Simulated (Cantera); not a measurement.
Input: 1 mol PbO, 12 mol CO, held at 71.0 mbar.

Cantera equilibrium calculation (NASA polynomials, part measured and part estimated; ideal gas, pure solids and liquids). Candidate condensed phases: C, Pb, PbO, PbO2, Pb3O4; 15 gas species. Equilibrium is a limit: real reactors are often held back by kinetics, nucleation or transport.

Q: Which condensed phases are stable at each of these points (T (°C)): 1027, 1127, 1227, 1327, 1427, 1527, 1627, 1727, 1827, 1927, 2027, 2127, 2227, 2327?

A: 
```
T (°C)  condensed phases  Pb condensed (%)
------  ----------------  ----------------
1027               Pb(l)              53.9
1127            gas only               0.0
1227            gas only               0.0
1327            gas only               0.0
1427            gas only               0.0
1527            gas only               0.0
1627            gas only               0.0
1727            gas only               0.0
1827            gas only               0.0
1927            gas only               0.0
2027            gas only               0.0
2127            gas only               0.0
2227            gas only               0.0
2327            gas only               0.0
```

At 1027 °C the condensed part is Pb(l). From 1127 °C to 2327 °C nothing is condensed.
